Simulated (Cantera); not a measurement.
# Dilute partial oxidation

An isothermal, constant-pressure homogeneous reactor starts with CH₄ : O₂ : N₂ = 0.0021 : 0.002 : 1 (molar parts), at 1473 K and 180000 Pa.

Model: GRI-Mech 3.0 (53 species, 325 reactions), integrated in Cantera.

```json
[
 {"t (s)": "0.000600", "x CH₄": "0.00209", "x O₂": "0.00199", "x N₂O": "5.34e-12", "x CH₃": "7.67e-7", "x NO₂": "<1e-12", "x H₂O₂": "7.40e-12", "x H₂": "2.55e-7"},
 {"t (s)": "0.00118", "x CH₄": "0.00209", "x O₂": "0.00199", "x N₂O": "1.24e-11", "x CH₃": "1.52e-6", "x NO₂": "<1e-12", "x H₂O₂": "7.72e-12", "x H₂": "5.31e-7"},
 {"t (s)": "0.00232", "x CH₄": "0.00209", "x O₂": "0.00199", "x N₂O": "2.79e-11", "x CH₃": "2.84e-6", "x NO₂": "<1e-12", "x H₂O₂": "7.29e-12", "x H₂": "1.15e-6"},
 {"t (s)": "0.00456", "x CH₄": "0.00208", "x O₂": "0.00199", "x N₂O": "6.49e-11", "x CH₃": "4.88e-6", "x NO₂": "<1e-12", "x H₂O₂": "7.77e-12", "x H₂": "2.77e-6"},
 {"t (s)": "0.00896", "x CH₄": "0.00207", "x O₂": "0.00199", "x N₂O": "1.65e-10", "x CH₃": "7.98e-6", "x NO₂": "<1e-12", "x H₂O₂": "1.09e-11", "x H₂": "7.98e-6"},
 {"t (s)": "0.0176", "x CH₄": "0.00202", "x O₂": "0.00197", "x N₂O": "4.90e-10", "x CH₃": "1.32e-5", "x NO₂": "<1e-12", "x H₂O₂": "2.07e-11", "x H₂": "3.03e-5"},
 {"t (s)": "0.0346", "x CH₄": "0.00183", "x O₂": "0.00189", "x N₂O": "1.74e-9", "x CH₃": "2.11e-5", "x NO₂": "<1e-12", "x H₂O₂": "4.34e-11", "x H₂": "0.000152"},
 {"t (s)": "0.0681", "x CH₄": "0.000922", "x O₂": "0.00128", "x N₂O": "7.69e-9", "x CH₃": "2.59e-5", "x NO₂": "7.92e-12", "x H₂O₂": "1.26e-10", "x H₂": "0.000894"},
 {"t (s)": "0.134", "x CH₄": "0.000166", "x O₂": "6.83e-5", "x N₂O": "2.06e-9", "x CH₃": "3.91e-6", "x NO₂": "1.09e-11", "x H₂O₂": "9.52e-12", "x H₂": "0.00148"},
 {"t (s)": "0.263", "x CH₄": "0.000162", "x O₂": "1.66e-5", "x N₂O": "1.68e-10", "x CH₃": "1.55e-6", "x NO₂": "3.27e-12", "x H₂O₂": "1.32e-12", "x H₂": "0.00148"},
 {"t (s)": "0.517", "x CH₄": "0.000160", "x O₂": "4.50e-6", "x N₂O": "2.69e-11", "x CH₃": "9.65e-7", "x NO₂": "<1e-12", "x H₂O₂": "<1e-12", "x H₂": "0.00150"},
 {"t (s)": "1.02", "x CH₄": "0.000156", "x O₂": "6.93e-7", "x N₂O": "4.50e-12", "x CH₃": "7.79e-7", "x NO₂": "<1e-12", "x H₂O₂": "<1e-12", "x H₂": "0.00154"},
 {"t (s)": "2.00", "x CH₄": "0.000148", "x O₂": "2.31e-8", "x N₂O": "1.23e-12", "x CH₃": "7.02e-7", "x NO₂": "<1e-12", "x H₂O₂": "<1e-12", "x H₂": "0.00160"}
]
```
x: mole fraction; the columns are a selection and need not sum to one.

Equilibrium at this temperature and pressure: CH₄ <1e-12, O₂ <1e-12, N₂O <1e-12, CH₃ <1e-12, NO₂ <1e-12, H₂O₂ <1e-12, H₂ 0.00267 (gas phase only).
